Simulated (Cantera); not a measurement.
Input: 1 mol CF₄, 1.1 mol CH₄, at 1223 K and 10.0 Torr.

These are equilibrium values from Cantera (NASA tables, ideal gas, pure condensed phases), not measurements of a reactor. Candidate condensed phases: C, C₆H₆, C₇H₈, C₈H₁₈; 95 gas species. Rates play no part.

**Question.** What is the equilibrium state?

**Answer.** 
```json
{
 "x(HF)": "0.952",
 "x(H₂)": "0.0476",
 "n(C(graphite))": "2.10 mol",
 "gas_amount": "4.200 mol"
}
```
